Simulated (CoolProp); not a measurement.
A closed Brayton cycle with carbon dioxide: compressor inlet 332.15 K and 9.8 MPa, high pressure 25.6 MPa, turbine inlet 900 K, compressor efficiency 0.8, turbine efficiency 0.9, recuperator effectiveness 0.9 (on enthalpy, no pinch check). Each further row changes one setting.

Values from CoolProp's reference Helmholtz-energy equation of state, Span 1996.

| case | thermal efficiency (%) | net work (kJ/kg) | compressor to turbine work | compressor exit (K) | turbine exit (K) |
|---|---|---|---|---|---|
| as stated | 33.8 | 88.4 | 0.37 | 409.7 | 778.1 |
| turbine inlet 850 K | 32.2 | 79.8 | 0.39 | 409.7 | 732.3 |
| compressor inlet 342.15 K | 32.5 | 81.2 | 0.42 | 427.9 | 778.1 |
| high pressure 21.8 MPa | 32.4 | 76.6 | 0.35 | 396.4 | 797.9 |
| recuperator effectiveness 0.5 | 20.3 | 88.4 | 0.37 | 409.7 | 778.1 |
